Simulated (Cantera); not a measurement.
Standard-state values (1 bar) from the NASA 1993 polynomials, evaluated with Cantera. Values are per mole of reaction as written; species without (g) are pure solids or liquids, kept so even where they would boil at 1 bar.

P₄O₁₀(g) + 10 NO(g) → 10 NO₂(g) + P₄(g)

| T (K) | ΔH° (kJ) | ΔS° (J/K) | ΔG° (kJ) | log10 K |
|---|---|---|---|---|
| 300 | ? | ? | ? | ? |
| 500 | 2382.4 | 145.0 | 2309.9 | -241.31 |
| 575 | ? | ? | ? | ? |
| 650 | ? | ? | ? | ? |
| 725 | 2373.1 | 129.4 | 2279.2 | -164.21 |
| 800 | 2370.2 | 125.7 | 2269.7 | -148.19 |
| 875 | 2367.4 | 122.3 | 2260.4 | -134.94 |
| 950 | 2364.6 | 119.2 | 2251.3 | -123.78 |

Q: Some entries are withheld; supply them.

A: 
- 300, ΔH° (kJ): 2392.2
- 300, ΔS° (J/K): 170.0
- 300, ΔG° (kJ): 2341.2
- 300, log10 K: -407.63
- 575, ΔH° (kJ): 2379.1
- 575, ΔS° (J/K): 138.8
- 575, ΔG° (kJ): 2299.3
- 575, log10 K: -208.87
- 650, ΔH° (kJ): 2376.0
- 650, ΔS° (J/K): 133.7
- 650, ΔG° (kJ): 2289.1
- 650, log10 K: -183.95
